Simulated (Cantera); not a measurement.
What does this Cantera script print?

```python
import numpy as np
import cantera as ct

gas_names = """
    C CH CH2 CH3 CH2OH CH3O CH4 CH3OH CO CO2 COOH C2 C2H CHCO,ketyl C2H2,acetylene C2H2,vinylidene
    CH2CO,ketene C2H3,vinyl CH3CO,acetyl C2H4 C2H4O,ethylen CH3CHO,ethanal CH3COOH (HCOOH)2 C2H5 C2H6
    CH3OCH3 C2H5OH C2O C3 C3H3,propargyl C3H4,allene C3H4,propyne C3H4,cyclo- C3H5,allyl C3H6,propylene
    C3H6,cyclo- C3H6O C3H7,n-propyl C3H7,i-propyl C3H8 C3H8O,1propanol C3H8O,2propanol C3O2 C4 C4H2
    C4H4,1,3-cyclo- C4H6,butadiene C4H6,2-butyne C4H6,cyclo- C4H8,1-butene C4H8,cis2-buten
    C4H8,tr2-butene C4H8,isobutene C4H8,cyclo- (CH3COOH)2 C4H9,n-butyl C4H9,i-butyl C4H9,s-butyl
    C4H9,t-butyl C4H10,isobutane C4H10,n-butane C5 C5H6,1,3cyclo- C5H8,cyclo- C5H10,1-pentene
    C5H10,cyclo- C5H11,pentyl C5H11,t-pentyl C5H12,n-pentane C5H12,i-pentane CH3C(CH3)2CH3 C6H2
    C6H5,phenyl C6H5O,phenoxy C6H6 C6H5OH,phenol C6H10,cyclo- C6H12,1-hexene C6H12,cyclo- C6H13,n-hexyl
    C7H7,benzyl C7H8 C7H8O,cresol C7H14,1-heptene C7H15,n-heptyl C7H16,n-heptane C8H8,styrene
    C8H10,ethylbenz C8H16,1-octene C8H17,n-octyl C8H18,isooctane C8H18,n-octane C9H19,n-nonyl
    C10H8,naphthale C10H21,n-decyl C12H9,o-bipheny C12H10,bipheny Cu CuO Cu2 H HCO HO2 H2
    HCHO,formaldehy HCOOH H2O H2O2 O OH O2 O3
""".split()
cond_names = """
    C(gr) C6H6(L) C7H8(L) C8H18(L),n-octa Cu(cr) Cu(L) CuO(s) CuO2H2(s) Cu2O(s) Cu2O(L) H2O(s) H2O(L)
""".split()


def load(file, names, dense=False):
    # The tables refer to 1 bar. Condensed volumes are neglected.
    table = {s.name: s for s in ct.Species.list_from_file(file)}
    out = []
    for n in names:
        d = dict(table[n].input_data)
        d["thermo"] = dict(d["thermo"], **{"reference-pressure": 1e5})
        if dense:
            d["equation-of-state"] = {"model": "constant-volume", "density": "1e6 g/cm^3"}
        out.append(ct.Species.from_dict(d))
    return out


gas = ct.Solution(thermo="ideal-gas", species=load("nasa_gas.yaml", gas_names))
cond = {s.name: ct.Solution(thermo="fixed-stoichiometry", species=[s], name=s.name)
        for s in load("nasa_condensed.yaml", cond_names, dense=True)}
atoms = {
    'Cu2O': {'Cu': 2, 'O': 1},
    'CH4': {'C': 1, 'H': 4},
    'H2': {'H': 2},
}
top_T = {'C(gr)': 4500, 'CuO(s)': 1390}  # K; cautious upper limits of use, not melting points


def equilibrate(T, P, feed):
    n = {}
    for name, mol in feed.items():
        for a, k in atoms[name].items():
            n[a] = n.get(a, 0.0) + k * mol
    gas.TPX = T, P, n
    mass = sum(n.values()) * gas.mean_molecular_weight
    gas.equilibrate("TP")
    valid = [c for c in cond.values() if c.min_temp <= T <= top_T.get(c.name, c.max_temp)]
    mix = ct.Mixture([(gas, mass / gas.mean_molecular_weight)] + [(c, 0.0) for c in valid])
    mix.T, mix.P = T, P
    mix.equilibrate("TP", solver="vcs", rtol=1e-11, max_steps=5000)
    return mix


results = []
P = 100000  # Pa
for T in [873, 1073, 1273, 1473, 1673, 1873, 2073, 2273, 2473, 2673]:
    for m in [0.41, 0.49, 0.58, 0.69, 0.82, 0.97, 1.2, 1.4, 1.6, 1.9, 2.3, 2.7]:
        feed = {'Cu2O': 1, 'CH4': m, 'H2': 17}  # mol
        mix = equilibrate(T, P, feed)
        results.append((T, P, feed, dict(zip(mix.species_names, mix.species_moles))))

for T, P, feed, n in results:
    print(f"{T:7g} {feed['CH4']:10.4g}  " + (" + ".join(c for c in cond_names if n.get(c, 0) > 1e-12) or "gas only"))
```

Result:

```
    873       0.41  Cu(cr)
    873       0.49  Cu(cr)
    873       0.58  Cu(cr)
    873       0.69  Cu(cr)
    873       0.82  Cu(cr)
    873       0.97  Cu(cr)
    873        1.2  Cu(cr)
    873        1.4  Cu(cr)
    873        1.6  Cu(cr)
    873        1.9  Cu(cr)
    873        2.3  Cu(cr)
    873        2.7  Cu(cr)
   1073       0.41  Cu(cr)
   1073       0.49  Cu(cr)
   1073       0.58  Cu(cr)
   1073       0.69  Cu(cr)
   1073       0.82  Cu(cr)
   1073       0.97  Cu(cr)
   1073        1.2  Cu(cr)
   1073        1.4  Cu(cr)
   1073        1.6  Cu(cr)
   1073        1.9  C(gr) + Cu(cr)
   1073        2.3  C(gr) + Cu(cr)
   1073        2.7  C(gr) + Cu(cr)
   1273       0.41  Cu(cr)
   1273       0.49  Cu(cr)
   1273       0.58  Cu(cr)
   1273       0.69  Cu(cr)
   1273       0.82  Cu(cr)
   1273       0.97  Cu(cr)
   1273        1.2  C(gr) + Cu(cr)
   1273        1.4  C(gr) + Cu(cr)
   1273        1.6  C(gr) + Cu(cr)
   1273        1.9  C(gr) + Cu(cr)
   1273        2.3  C(gr) + Cu(cr)
   1273        2.7  C(gr) + Cu(cr)
   1473       0.41  Cu(L)
   1473       0.49  Cu(L)
   1473       0.58  Cu(L)
   1473       0.69  Cu(L)
   1473       0.82  Cu(L)
   1473       0.97  Cu(L)
   1473        1.2  C(gr) + Cu(L)
   1473        1.4  C(gr) + Cu(L)
   1473        1.6  C(gr) + Cu(L)
   1473        1.9  C(gr) + Cu(L)
   1473        2.3  C(gr) + Cu(L)
   1473        2.7  C(gr) + Cu(L)
   1673       0.41  Cu(L)
   1673       0.49  Cu(L)
   1673       0.58  Cu(L)
   1673       0.69  Cu(L)
   1673       0.82  Cu(L)
   1673       0.97  Cu(L)
   1673        1.2  C(gr) + Cu(L)
   1673        1.4  C(gr) + Cu(L)
   1673        1.6  C(gr) + Cu(L)
   1673        1.9  C(gr) + Cu(L)
   1673        2.3  C(gr) + Cu(L)
   1673        2.7  C(gr) + Cu(L)
   1873       0.41  Cu(L)
   1873       0.49  Cu(L)
   1873       0.58  Cu(L)
   1873       0.69  Cu(L)
   1873       0.82  Cu(L)
   1873       0.97  Cu(L)
   1873        1.2  C(gr) + Cu(L)
   1873        1.4  C(gr) + Cu(L)
   1873        1.6  C(gr) + Cu(L)
   1873        1.9  C(gr) + Cu(L)
   1873        2.3  C(gr) + Cu(L)
   1873        2.7  C(gr) + Cu(L)
   2073       0.41  Cu(L)
   2073       0.49  Cu(L)
   2073       0.58  Cu(L)
   2073       0.69  Cu(L)
   2073       0.82  Cu(L)
   2073       0.97  Cu(L)
   2073        1.2  C(gr) + Cu(L)
   2073        1.4  C(gr) + Cu(L)
   2073        1.6  C(gr) + Cu(L)
   2073        1.9  C(gr) + Cu(L)
   2073        2.3  C(gr) + Cu(L)
   2073        2.7  C(gr) + Cu(L)
   2273       0.41  Cu(L)
   2273       0.49  Cu(L)
   2273       0.58  Cu(L)
   2273       0.69  Cu(L)
   2273       0.82  Cu(L)
   2273       0.97  Cu(L)
   2273        1.2  C(gr) + Cu(L)
   2273        1.4  C(gr) + Cu(L)
   2273        1.6  C(gr) + Cu(L)
   2273        1.9  C(gr) + Cu(L)
   2273        2.3  C(gr) + Cu(L)
   2273        2.7  C(gr) + Cu(L)
   2473       0.41  gas only
   2473       0.49  gas only
   2473       0.58  gas only
   2473       0.69  gas only
   2473       0.82  gas only
   2473       0.97  gas only
   2473        1.2  gas only
   2473        1.4  C(gr)
   2473        1.6  C(gr)
   2473        1.9  C(gr)
   2473        2.3  C(gr)
   2473        2.7  C(gr)
   2673       0.41  gas only
   2673       0.49  gas only
   2673       0.58  gas only
   2673       0.69  gas only
   2673       0.82  gas only
   2673       0.97  gas only
   2673        1.2  gas only
   2673        1.4  gas only
   2673        1.6  gas only
   2673        1.9  C(gr)
   2673        2.3  C(gr)
   2673        2.7  C(gr)
```

Method: chemical equilibrium by Gibbs-energy minimisation in Cantera with the NASA 1993 tables (ideal gas, pure condensed phases).
